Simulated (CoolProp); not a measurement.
Carbon dioxide at 298.15 K and 0.657 MPa flows at 2.2 m/s in a round tube of 10 mm bore and 45 µm roughness, fully developed (64/Re and Nu = 3.66 if laminar; Colebrook and Gnielinski if turbulent). Each further row changes one setting.

The numbers come from the reference Helmholtz-energy equation of state, Span 1996 in CoolProp.

```csv
case,Reynolds number,Darcy friction factor,pressure drop (Pa/m),heat-transfer coefficient (W/(m² K)),mass flow (kg/h)
as stated,[?],0.0342,99.9,[?],7.51
velocity 4.4 m/s,35500,[?],[?],209,15.0
diameter 20 mm,35500,[?],40.9,[?],[?]
```

Problem. What belongs in the gaps?

Solution. 
- as stated, Reynolds number: 17700
- as stated, heat-transfer coefficient (W/(m² K)): 109
- velocity 4.4 m/s, Darcy friction factor: 0.0321
- velocity 4.4 m/s, pressure drop (Pa/m): 374
- diameter 20 mm, Darcy friction factor: 0.0280
- diameter 20 mm, heat-transfer coefficient (W/(m² K)): 90.7
- diameter 20 mm, mass flow (kg/h): 30.0

Viscosity comes from a separate model (Laesecke 2017). Thermal conductivity comes from a separate model (Huber 2016).
